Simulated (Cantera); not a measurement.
**Hydrocarbon pyrolysis for carbon deposition**

An isothermal, constant-pressure homogeneous reactor starts with 2.44 % CH₄, 97.6 % N₂, at 1673 K and 760 Torr.

Model: GRI-Mech 3.0 (53 species, 325 reactions), integrated in Cantera. GRI-Mech 3.0 stops at C3 and has no aromatics, soot or wall deposition, so with more carbon than oxygen in the feed, carbon stays in small species such as C2H2 where larger ones or solid carbon would form.

```json
[
 {"t (s)": "2.00e-6", "x CH₄": "0.0244", "x CH₂": "<1e-12", "x H₂": "1.45e-7", "x C₂H": "<1e-12", "x HCN": "<1e-12"},
 {"t (s)": "7.10e-6", "x CH₄": "0.0244", "x CH₂": "1.59e-11", "x H₂": "8.64e-7", "x C₂H": "<1e-12", "x HCN": "<1e-12"},
 {"t (s)": "2.52e-5", "x CH₄": "0.0244", "x CH₂": "1.69e-10", "x H₂": "3.57e-6", "x C₂H": "<1e-12", "x HCN": "<1e-12"},
 {"t (s)": "8.93e-5", "x CH₄": "0.0244", "x CH₂": "1.62e-9", "x H₂": "1.33e-5", "x C₂H": "<1e-12", "x HCN": "<1e-12"},
 {"t (s)": "0.000317", "x CH₄": "0.0243", "x CH₂": "1.47e-8", "x H₂": "5.42e-5", "x C₂H": "<1e-12", "x HCN": "9.91e-12"},
 {"t (s)": "0.00112", "x CH₄": "0.0239", "x CH₂": "8.72e-8", "x H₂": "0.000375", "x C₂H": "8.19e-11", "x HCN": "3.10e-10"},
 {"t (s)": "0.00399", "x CH₄": "0.0208", "x CH₂": "2.04e-7", "x H₂": "0.00379", "x C₂H": "3.22e-9", "x HCN": "1.39e-8"},
 {"t (s)": "0.0141", "x CH₄": "0.0142", "x CH₂": "1.07e-7", "x H₂": "0.0141", "x C₂H": "1.49e-8", "x HCN": "1.11e-7"},
 {"t (s)": "0.0502", "x CH₄": "0.00743", "x CH₂": "5.10e-8", "x H₂": "0.0246", "x C₂H": "2.43e-8", "x HCN": "3.64e-7"},
 {"t (s)": "0.178", "x CH₄": "0.00276", "x CH₂": "1.95e-8", "x H₂": "0.0316", "x C₂H": "3.08e-8", "x HCN": "8.12e-7"},
 {"t (s)": "0.631", "x CH₄": "0.000833", "x CH₂": "6.09e-9", "x H₂": "0.0344", "x C₂H": "3.38e-8", "x HCN": "1.33e-6"},
 {"t (s)": "2.24", "x CH₄": "0.000253", "x CH₂": "1.87e-9", "x H₂": "0.0353", "x C₂H": "3.47e-8", "x HCN": "1.85e-6"},
 {"t (s)": "7.95", "x CH₄": "0.000124", "x CH₂": "9.24e-10", "x H₂": "0.0355", "x C₂H": "3.50e-8", "x HCN": "2.52e-6"},
 {"t (s)": "28.2", "x CH₄": "0.000117", "x CH₂": "8.75e-10", "x H₂": "0.0355", "x C₂H": "3.50e-8", "x HCN": "4.46e-6"},
 {"t (s)": "100", "x CH₄": "0.000117", "x CH₂": "8.74e-10", "x H₂": "0.0355", "x C₂H": "3.50e-8", "x HCN": "1.26e-5"}
]
```
x: mole fraction; the columns are a selection and need not sum to one.

Equilibrium at this temperature and pressure: CH₄ 4.13e-5, CH₂ 3.07e-10, H₂ 0.0356, C₂H 4.26e-9, HCN 0.0209 (gas phase only).
